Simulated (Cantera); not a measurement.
Chemical vapour transport: MgO + Cl₂ + H₂

Feed: 1 mol MgO, 0.93 mol Cl₂, 0.097 mol H₂, at 1425 K and 278 Torr.

Equilibrium computed with Cantera from the NASA thermochemical tables; the gas is ideal and each condensed phase is pure. Candidate condensed phases: H₂O, Mg, MgCl₂, MgO, Mg(OH)₂; 22 gas species. Equilibrium is a limit: real reactors are often held back by kinetics, nucleation or transport.

```yaml
x(Cl₂): 0.494
x(MgCl₂): 0.200
x(HCl): 0.165
x(O₂): 0.0998
x(Cl): 0.0397
x(H₂O): 0.000427
x(ClO): 0.000207
x(HOCl): 9.39e-6
x(OH): 2.74e-6
n(MgO(s)): 0.766 mol
gas_amount: 1.167 mol
log10 activity of Mg(l) (absent): -15.56
```
